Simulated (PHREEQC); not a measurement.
Solution (25 °C): 0.0186 mol/kgw Mg(NO3)2. Closed to the air; pH follows from the charge balance.

All values are PHREEQC results (ion-association model, phreeqc.dat), not measurements.

Precipitation was switched off in this run.

Question: Estimate the specific conductance.

Answer: specific conductance 3770 µS/cm.
